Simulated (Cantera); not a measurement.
Feed: 1 mol Al, 4 mol HCl, 2 mol N₂, at 250 °C and 18.0 mbar.

Method: chemical equilibrium by Gibbs-energy minimisation in Cantera with the NASA 1993 tables (ideal gas, pure condensed phases). Candidate condensed phases: Al, AlCl₃, AlN, NH₄Cl; 20 gas species. Kinetics and transport are ignored.

Base state: N₂ 0.398, H₂ 0.298, HCl 0.199, Al₂Cl₆ 0.0944, AlCl₃ 0.0102, NH₃ 0.000344 (mole fractions); condensed: gas only.

Problem. What changes in the equilibrium state with this change: temperature from 250 °C to 900 °C?

Solution. 
| species | before | after |
|---|---|---|
| N₂ | 0.398 | 0.364 |
| H₂ | 0.298 | 0.273 |
| HCl | 0.199 | 0.182 |
| AlCl₃ | 0.0102 | 0.182 |
| Al₂Cl₆ | 0.0944 | 7.87e-6 |
| AlCl₂ | <1e-9 | 8.78e-5 |
| NH₃ | 0.000344 | 3.36e-7 |
The tables' values for AlCl₂ are old estimates; treat these amounts as uncertain.

Problem. What changes in the equilibrium state with this change: temperature from 250 °C to 825 °C?

Solution. 
| species | before | after |
|---|---|---|
| N₂ | 0.398 | 0.364 |
| H₂ | 0.298 | 0.273 |
| HCl | 0.199 | 0.182 |
| AlCl₃ | 0.0102 | 0.182 |
| Al₂Cl₆ | 0.0944 | 1.73e-5 |
| AlCl₂ | <1e-9 | 2.08e-5 |
| NH₃ | 0.000344 | 4.97e-7 |
The tables' values for AlCl₂ are old estimates; treat these amounts as uncertain.
